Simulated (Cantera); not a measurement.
Low-pressure radical oxidation in H2/O2

An isothermal, constant-pressure homogeneous reactor starts with H₂ : O₂ = 0.14 : 1 (molar parts), at 1250 K and 0.0118 atm.

Cantera simulation using the H2/O2 subset of GRI-Mech 3.0, which has no nitrogen chemistry; the numbers are that mechanism's predictions, not measurements. Radical loss at walls, strong at low pressure, is not modelled. The temperature is held fixed by assumption; the heat of reaction is taken as removed at once.

```tsv
t (s)	x H₂	x O₂	x OH	x O	x H	x H₂O₂	x HO₂
1.00e-6	0.123	0.877	2.56e-12	2.58e-12	2.18e-10	<1e-12	2.21e-10
2.90e-6	0.123	0.877	2.09e-11	2.13e-11	6.20e-10	<1e-12	6.40e-10
8.42e-6	0.123	0.877	1.62e-10	1.69e-10	1.71e-9	<1e-12	1.86e-9
2.44e-5	0.123	0.877	1.11e-9	1.25e-9	4.50e-9	<1e-12	5.39e-9
7.09e-5	0.123	0.877	6.65e-9	8.66e-9	1.34e-8	7.54e-12	1.57e-8
0.000206	0.123	0.877	6.25e-8	9.17e-8	9.36e-8	6.32e-11	4.56e-8
0.000597	0.123	0.877	8.93e-6	1.34e-5	1.28e-5	5.61e-10	1.70e-7
0.00173	0.00804	0.800	0.0102	0.0547	0.0350	2.38e-7	5.26e-6
0.00503	0.00374	0.802	0.00787	0.0563	0.0266	1.66e-7	5.17e-6
0.0146	0.00276	0.823	0.00683	0.0391	0.0156	1.81e-7	5.14e-6
0.0423	0.00114	0.851	0.00446	0.0153	0.00385	1.80e-7	4.34e-6
0.123	0.000208	0.866	0.00191	0.00272	0.000289	1.13e-7	2.13e-6
0.356	2.76e-5	0.868	0.000700	0.000361	1.40e-5	4.53e-8	5.49e-7
1.03	4.43e-6	0.869	0.000282	5.83e-5	9.09e-7	1.56e-8	1.21e-7
3.00	9.31e-7	0.869	0.000130	1.23e-5	8.84e-8	5.30e-9	3.39e-8
```
x: mole fraction; the columns are a selection and need not sum to one.

Equilibrium at this temperature and pressure: H₂ 4.45e-8, O₂ 0.869, OH 2.84e-5, O 5.93e-7, H 9.37e-10, H₂O₂ 4.92e-10, HO₂ 2.51e-8 (gas phase only).
